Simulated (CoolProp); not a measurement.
Properties of isohexane at several states (Tc = 224.6 °C, pc = 3043 kPa, ω = 0.280).

The numbers come from the reference Helmholtz-energy equation of state, Lemmon 2006 in CoolProp. It is a short technical equation, of lower accuracy than the large ones.

| T (°C) | p (kPa) | phase | speed of sound (m/s) | Joule-Thomson coefficient (K/MPa) | isothermal compressibility (1/MPa) |
|---|---|---|---|---|---|
| 74.45 | 2920 | liquid | ___ | ___ | 0.002840 |
| -96.55 | 20.4 | liquid | ___ | ___ | ___ |
| 169.55 | 2280 | liquid | ___ | ___ | ___ |

Task: Some entries are withheld; supply them.

Result: 
- 74.45, speed of sound (m/s): 861.2
- 74.45, Joule-Thomson coefficient (K/MPa): -0.2907
- -96.55, speed of sound (m/s): 1651
- -96.55, Joule-Thomson coefficient (K/MPa): -0.5897
- -96.55, isothermal compressibility (1/MPa): 0.0006639
- 169.55, speed of sound (m/s): 437.3
- 169.55, Joule-Thomson coefficient (K/MPa): 0.3690
- 169.55, isothermal compressibility (1/MPa): 0.01437
